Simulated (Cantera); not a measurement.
An isothermal, constant-pressure homogeneous reactor starts with CH4 : CO2 = 1 : 0.44 (molar parts), at 1725 K and 1.00 bar. Integrator tolerance rtol = 1e-08.

Computed with Cantera and GRI-Mech 3.0 (53 species, 325 reactions). GRI-Mech 3.0 stops at C3 and has no aromatics, soot or wall deposition, so with more carbon than oxygen in the feed, carbon stays in small species such as C2H2 where larger ones or solid carbon would form.

Question: What does this change do: temperature 1725 to 1375 K?

Answer: 
| quantity | before | after |
|---|---|---|
| x(CH4) at 30.0 s | 0.0138 (gas-phase equilibrium 0.0138) | 0.189 (gas-phase equilibrium 0.163) |
| x(CO2) at 30.0 s | 2.77e-7 (gas-phase equilibrium 2.79e-7) | 0.0483 (gas-phase equilibrium 1.70e-6) |
| x(H) at 30.0 s | 0.000143 (gas-phase equilibrium 0.000143) | 1.83e-6 (gas-phase equilibrium 2.30e-6) |
| x(O2) at 30.0 s | <1e-12 (gas-phase equilibrium <1e-12) | <1e-12 (gas-phase equilibrium <1e-12) |
| x(C2H4) at 30.0 s | 0.00209 (gas-phase equilibrium 0.00209) | 0.0337 (gas-phase equilibrium 0.0108) |
| x(C2H) at 30.0 s | 1.38e-7 (gas-phase equilibrium 1.38e-7) | 5.51e-10 (gas-phase equilibrium 9.13e-11) |
| x(H2) at 30.0 s | 0.584 (gas-phase equilibrium 0.584) | 0.286 (gas-phase equilibrium 0.446) |
